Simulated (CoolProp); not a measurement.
R236FA at several states: density (kg/m³) from the reference equation and from simpler models built on Tc = 124.9 °C, pc = 3.191 MPa, ω = 0.377; each cubic takes its own stable root.

Values from CoolProp's reference Helmholtz-energy equation of state, Pan 2012.

```json
[
 {"T (°C)": "71.55", "p (MPa)": "1.52", "phase": "liquid", "reference": "1183", "Redlich-Kwong": "[?]", "Soave-Redlich-Kwong": "1031", "Peng-Robinson": "1170"},
 {"T (°C)": "103.95", "p (MPa)": "0.665", "phase": "gas", "reference": "35.63", "Redlich-Kwong": "35.37", "Soave-Redlich-Kwong": "35.50", "Peng-Robinson": "35.83"},
 {"T (°C)": "-38.95", "p (MPa)": "2.28", "phase": "liquid", "reference": "1563", "Redlich-Kwong": "1353", "Soave-Redlich-Kwong": "1411", "Peng-Robinson": "1590"},
 {"T (°C)": "67.25", "p (MPa)": "5.38", "phase": "liquid", "reference": "1240", "Redlich-Kwong": "1059", "Soave-Redlich-Kwong": "1113", "Peng-Robinson": "1257"},
 {"T (°C)": "-59.15", "p (MPa)": "1.78", "phase": "liquid", "reference": "1618", "Redlich-Kwong": "[?]", "Soave-Redlich-Kwong": "1452", "Peng-Robinson": "[?]"},
 {"T (°C)": "-57.65", "p (MPa)": "0.101", "phase": "liquid", "reference": "[?]", "Redlich-Kwong": "1389", "Soave-Redlich-Kwong": "[?]", "Peng-Robinson": "[?]"}
]
```

Problem. What belongs in the gaps?

Solution. 
- 71.55, Redlich-Kwong: 953.6
- -59.15, Redlich-Kwong: 1399
- -59.15, Peng-Robinson: 1633
- -57.65, reference: 1610
- -57.65, Soave-Redlich-Kwong: 1445
- -57.65, Peng-Robinson: 1626
